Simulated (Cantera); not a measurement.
A closed system holds: 1 mol Si, 0.74 mol Br2, 1.1 mol H2, held at 1500 K and 5.80e-5 bar.

Cantera equilibrium calculation (NASA polynomials, part measured and part estimated; ideal gas, pure solids and liquids). Candidate condensed phases: Br2, Si; 19 gas species. The tables' values for SiBr, SiBr3 are old estimates; treat these amounts as uncertain. Equilibrium is a limit: real reactors are often held back by kinetics, nucleation or transport.

Base state: H2 0.467, SiBr2 0.242, HBr 0.215, Br 0.0731, H 0.00158, SiBr 0.00130, SiBr3 0.000313, Si 0.000181 (mole fractions); condensed: Si(s).

Problem. What changes in the equilibrium state with this change: temperature from 1500 K to 1698 K?

Solution. 
```tsv
species	before	after
H2	0.467	0.434
Br	0.0731	0.227
HBr	0.215	0.152
SiBr2	0.242	0.152
Si	0.000181	0.0113
SiBr	0.00130	0.0113
H	0.00158	0.0125
Si3	4.20e-8	1.24e-5
Si2	2.32e-7	4.93e-5
Si(s), mol	0.534	0
Si(l), mol	0	0.628
```
